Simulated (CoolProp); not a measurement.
Vapour-liquid equilibrium of R134a (1) + R123 (2) at -22.25 °C; x and y are mole fractions of (1).

The numbers come from the multi-fluid Helmholtz-energy mixture model, Tillner-Roth 1994 and Younglove 1994; pair parameters Bell 2016 in CoolProp.

```
x     bubble pressure (kPa)  y at the bubble point  dew pressure at overall composition x (kPa)  liquid density (mol/L)
----  ---------------------  ---------------------  -------------------------------------------  ----------------------
0.05                  18.60                      ?                                        11.12                   10.45
0.2                   40.86                  0.786                                        13.06                   10.83
0.35                  59.77                  0.876                                        15.83                   11.23
0.5                   75.46                  0.919                                            ?                   11.66
0.65                  88.95                  0.946                                            ?                   12.12
0.8                       ?                  0.968                                        43.03                   12.62
0.95                      ?                  0.991                                        91.15                   13.18
```

Fill in the missing entries.


- 0.05, y at the bubble point: 0.455
- 0.5, dew pressure at overall composition x (kPa): 20.08
- 0.65, dew pressure at overall composition x (kPa): 27.43
- 0.8, bubble pressure (kPa): 101.7
- 0.95, bubble pressure (kPa): 115.3

No azeotrope shows between x = 0.05 and 0.95.

Pair parameters are fitted to limited data, so mixtures are less certain than the pure fluids.
